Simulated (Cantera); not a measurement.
Charge: 1 mol SiH4, 0.28 mol C2H4, 1.1 mol H2, equilibrated at 2623 K and 0.00133 bar.

Method: chemical equilibrium by Gibbs-energy minimisation in Cantera with the NASA 1993 tables (ideal gas, pure condensed phases). Candidate condensed phases: C, C6H6, C7H8, C8H18, Si, SiC; 87 gas species. Equilibrium is a limit: real reactors are often held back by kinetics, nucleation or transport.

Problem. What is the equilibrium state?

Solution. x(H): 0.585
x(H2): 0.257
x(Si): 0.115
x(SiC2): 0.0343
x(C2H2 (acetylene)): 0.00375
x(C3): 0.00172
x(Si2C): 0.000855
x(C2H): 0.000785
x(C): 0.000567
gas amount: 6.603 mol
log10 activity of C(graphite) (absent): -0.04
log10 activity of Si(l) (absent): -1.87
